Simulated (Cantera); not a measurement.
A Cantera script and its output.

```python
import numpy as np
import cantera as ct

gas = ct.Solution("gri30.yaml")
gas.TPX = 448, 530000, {'CH4': 0.8, 'O2': 2, 'N2': 7.52}
flame = ct.FreeFlame(gas, width=0.012)
flame.set_refine_criteria(ratio=3, slope=0.08, curve=0.16)
flame.transport_model = "mixture-averaged"
flame.solve(loglevel=0, auto=True)
z, T = flame.grid, flame.T
thick = (T[-1] - T[0]) / np.gradient(T, z).max()
show = ['CH4', 'O2', 'CO2', 'C2H', 'C2H4', 'OH']
print(f"laminar burning velocity  {flame.velocity[0] * 100:.3f} cm/s")
print(f"burnt temperature         {T[-1]:.1f} K")
print(f"thermal thickness         {thick * 1e3:.4f} mm")
print(f"grid points               {len(z)}")
z0 = z[flame.heat_release_rate.argmax()]
print(f"{'z/mm':>9s}{'T/K':>9s}{'u/(m/s)':>9s}" + "".join(f"{s:>11s}" for s in show))
rows = []
for k in (-3, -2, -1.5, -1, -0.5, -0.25, 0, 0.25, 0.5, 1, 2, 4, 8):
    zz = z0 + k * thick
    rows.append([k * thick, np.interp(zz, z, T), np.interp(zz, z, flame.velocity),
                 *(np.interp(zz, z, flame.X[gas.species_index(s)]) for s in show)])
    print(f"{rows[-1][0] * 1e3:9.3f}{rows[-1][1]:9.1f}{rows[-1][2]:9.3f}" + "".join(f"{x:11.3e}" for x in rows[-1][3:]))
```

Output:

```
laminar burning velocity  28.171 cm/s
burnt temperature         2107.9 K
thermal thickness         0.1443 mm
grid points               139
     z/mm      T/K  u/(m/s)        CH4         O2        CO2        C2H       C2H4         OH
   -0.433    449.1    0.283  7.740e-02  1.936e-01  3.283e-06  9.076e-27  8.655e-08  4.401e-12
   -0.289    454.8    0.286  7.696e-02  1.931e-01  2.985e-05  3.104e-24  7.647e-07  1.576e-10
   -0.216    475.4    0.300  7.563e-02  1.916e-01  1.738e-04  6.285e-22  4.320e-06  2.355e-09
   -0.144    584.3    0.370  6.924e-02  1.832e-01  1.451e-03  2.684e-18  3.448e-05  5.565e-08
   -0.072   1013.2    0.646  4.499e-02  1.455e-01  1.060e-02  1.076e-12  2.354e-04  4.662e-06
   -0.036   1393.4    0.892  2.316e-02  1.081e-01  2.268e-02  5.302e-10  4.222e-04  8.209e-05
    0.000   1763.2    1.129  3.889e-03  6.779e-02  4.091e-02  4.301e-08  1.736e-04  1.406e-03
    0.036   1919.6    1.222  9.772e-05  4.942e-02  5.723e-02  9.372e-09  2.197e-06  4.233e-03
    0.072   1985.2    1.259  1.635e-06  4.437e-02  6.565e-02  1.530e-10  1.257e-08  4.655e-03
    0.144   2048.3    1.294  1.293e-09  4.115e-02  7.185e-02  8.988e-14  1.907e-12  3.937e-03
    0.289   2088.7    1.317  9.309e-14  3.960e-02  7.495e-02  1.137e-17  1.340e-17  2.760e-03
    0.577   2104.9    1.326  7.832e-15  3.911e-02  7.612e-02  3.689e-21  9.201e-24  1.998e-03
    1.154   2107.8    1.327  1.603e-15  3.903e-02  7.634e-02  1.103e-22  1.227e-25  1.830e-03
```

Model: GRI-Mech 3.0 (53 species, 325 reactions), integrated in Cantera. Burning velocities carry a grid error of a few per cent, more on coarse grids.
